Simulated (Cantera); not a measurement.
A freely propagating, adiabatic, planar premixed flame of 22.5 % H₂, 16.3 % O₂, 61.2 % N₂, unburnt at 548 K and 7430 Torr; mixture-averaged transport, grid criteria slope 0.08 and curve 0.16, no radiation.

Computed with Cantera and the H2/O2 subset of GRI-Mech 3.0, which has no nitrogen chemistry. The hydrogen kinetics of GRI-Mech 3.0 are dated; newer H2 mechanisms differ, most at raised pressure. Burning velocities carry a grid error of a few per cent, more on coarse grids. Lean hydrogen flames are cellular in practice and burn faster than this planar one.

Q: Predict: laminar burning velocity; thermal thickness; peak x(HO₂); peak x(H₂O₂); peak x(H); peak x(O).

A: 
```json
{
 "laminar_burning_velocity": "183 cm/s",
 "thermal_thickness": "0.0311 mm",
 "peak x(HO₂)": "0.00109",
 "peak x(H₂O₂)": "0.000263",
 "peak x(H)": "0.00404",
 "peak x(O)": "0.00334"
}
```
